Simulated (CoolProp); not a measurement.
n-decane at 492.82 K and 0.973 MPa flows at 0.66 m/s in a round tube of 10 mm bore and 1.5 µm roughness, fully developed (64/Re and Nu = 3.66 if laminar; Colebrook and Gnielinski if turbulent). Each further row changes one setting.

Values from CoolProp's reference Helmholtz-energy equation of state, Lemmon 2006. It is a short technical equation, of lower accuracy than the large ones.

```json
[
 {"case": "as stated", "Reynolds number": "24700", "Darcy friction factor": "0.0249", "pressure drop (Pa/m)": "305", "heat-transfer coefficient (W/(m² K))": "…", "mass flow (kg/h)": "105"},
 {"case": "velocity 1.32 m/s", "Reynolds number": "49500", "Darcy friction factor": "…", "pressure drop (Pa/m)": "1050", "heat-transfer coefficient (W/(m² K))": "…", "mass flow (kg/h)": "210"},
 {"case": "diameter 20 mm", "Reynolds number": "49500", "Darcy friction factor": "0.0212", "pressure drop (Pa/m)": "130", "heat-transfer coefficient (W/(m² K))": "…", "mass flow (kg/h)": "…"}
]
```

Q: Fill in the missing entries.

A: 
- as stated, heat-transfer coefficient (W/(m² K)): 1380
- velocity 1.32 m/s, Darcy friction factor: 0.0215
- velocity 1.32 m/s, heat-transfer coefficient (W/(m² K)): 2540
- diameter 20 mm, heat-transfer coefficient (W/(m² K)): 1260
- diameter 20 mm, mass flow (kg/h): 419

Viscosity comes from a separate model (Huber 2004). Thermal conductivity comes from a separate model (Huber 2005).
